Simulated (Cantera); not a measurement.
An adiabatic, constant-pressure homogeneous reactor starts with C2H4 : O2 : N2 : H2O = 1 : 2.5 : 9.25 : 0.89 (molar parts), at 1523 K and 4.50 bar. Integrator tolerance rtol = 1e-08.

Computed with Cantera and GRI-Mech 3.0 (53 species, 325 reactions). GRI-Mech 3.0 was tuned for natural gas; its chemistry of ethylene as a main component is partial and can be far from experiment.

### Question
What does this change do: 0.61 parts CO2 added?

### Answer
```tsv
quantity	before	after
time of steepest temperature rise	8.18 µs	8.50 µs
temperature at 2.00 s	2912 K	2843 K
equilibrium temperature	2912 K	2843 K
x(C2H4) at 2.00 s	<1e-12 (gas-phase equilibrium <1e-12)	<1e-12 (gas-phase equilibrium <1e-12)
x(O2) at 2.00 s	0.00876 (gas-phase equilibrium 0.00876)	0.00970 (gas-phase equilibrium 0.00970)
x(H2O) at 2.00 s	0.159 (gas-phase equilibrium 0.159)	0.160 (gas-phase equilibrium 0.160)
x(CO) at 2.00 s	0.0751 (gas-phase equilibrium 0.0751)	0.0803 (gas-phase equilibrium 0.0803)
x(NO) at 2.00 s	0.00784 (gas-phase equilibrium 0.00784)	0.00739 (gas-phase equilibrium 0.00739)
x(OH) at 2.00 s	0.0171 (gas-phase equilibrium 0.0171)	0.0150 (gas-phase equilibrium 0.0150)
x(H2O2) at 2.00 s	4.76e-7 (gas-phase equilibrium 4.76e-7)	4.52e-7 (gas-phase equilibrium 4.52e-7)
```

### Question
What does this change do: H2O 0.89 to 1.7 parts?

### Answer
```csv
quantity,before,after
time of steepest temperature rise,8.18 µs,8.24 µs
temperature at 2.00 s,2912 K,2851 K
equilibrium temperature,2912 K,2851 K
x(C2H4) at 2.00 s,<1e-12 (gas-phase equilibrium <1e-12),<1e-12 (gas-phase equilibrium <1e-12)
x(O2) at 2.00 s,0.00876 (gas-phase equilibrium 0.00876),0.00772 (gas-phase equilibrium 0.00772)
x(H2O) at 2.00 s,0.159 (gas-phase equilibrium 0.159),0.200 (gas-phase equilibrium 0.200)
x(CO) at 2.00 s,0.0751 (gas-phase equilibrium 0.0751),0.0655 (gas-phase equilibrium 0.0655)
x(NO) at 2.00 s,0.00784 (gas-phase equilibrium 0.00784),0.00663 (gas-phase equilibrium 0.00663)
x(OH) at 2.00 s,0.0171 (gas-phase equilibrium 0.0171),0.0161 (gas-phase equilibrium 0.0161)
x(H2O2) at 2.00 s,4.76e-7 (gas-phase equilibrium 4.76e-7),5.12e-7 (gas-phase equilibrium 5.12e-7)
```
